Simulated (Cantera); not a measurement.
Feed: 1 mol TEOS, 0.7 mol O₂, 0.12 mol H₂, at 925 °C and 7.70 Pa.

Cantera equilibrium calculation (NASA polynomials, part measured and part estimated; ideal gas, pure solids and liquids). Candidate condensed phases: C, C₆H₆, C₇H₈, C₈H₁₈, H₂O, Si, SiC, SiO₂; 123 gas species. The feed counts by its element totals alone. Rates play no part.

Base state: H₂ 0.652, CO 0.348, SiO 0.000139, H 1.75e-5 (mole fractions); condensed: C(graphite) + SiC(s).

Problem. What changes in the equilibrium state with this change: pressure from 7.70 Pa to 1000 Pa?

Solution. 
```json
[
 {"species": "H₂", "before": "0.652", "after": "0.748"},
 {"species": "CO", "before": "0.348", "after": "0.251"},
 {"species": "CH₄", "before": "5.25e-7", "after": "8.98e-5"},
 {"species": "SiO", "before": "0.000139", "after": "4.25e-8"},
 {"species": "H₂O", "before": "4.64e-7", "after": "5.00e-5"},
 {"species": "CO₂", "before": "1.81e-7", "after": "1.23e-5"},
 {"species": "H", "before": "1.75e-5", "after": "1.64e-6"},
 {"species": "C(graphite), mol", "before": "1.60", "after": "4.60"},
 {"species": "SiC(s), mol", "before": "0.998", "after": "0"},
 {"species": "SiO₂(β-quartz), mol", "before": "0", "after": "1.000"}
]
```
The tables hold silica as quartz up to 1696 K and as liquid above; real silica turns to tridymite and cristobalite and melts near 1996 K.

Problem. What changes in the equilibrium state with this change: pressure from 7.70 Pa to 17000 Pa?

Solution. 
```json
[
 {"species": "H₂", "before": "0.652", "after": "0.747"},
 {"species": "CO", "before": "0.348", "after": "0.251"},
 {"species": "CH₄", "before": "5.25e-7", "after": "0.00152"},
 {"species": "SiO", "before": "0.000139", "after": "<1e-9"},
 {"species": "H₂O", "before": "4.64e-7", "after": "0.000845"},
 {"species": "CO₂", "before": "1.81e-7", "after": "0.000208"},
 {"species": "H", "before": "1.75e-5", "after": "3.98e-7"},
 {"species": "C(graphite), mol", "before": "1.60", "after": "4.59"},
 {"species": "SiC(s), mol", "before": "0.998", "after": "0"},
 {"species": "SiO₂(β-quartz), mol", "before": "0", "after": "1.00"}
]
```
The tables hold silica as quartz up to 1696 K and as liquid above; real silica turns to tridymite and cristobalite and melts near 1996 K.
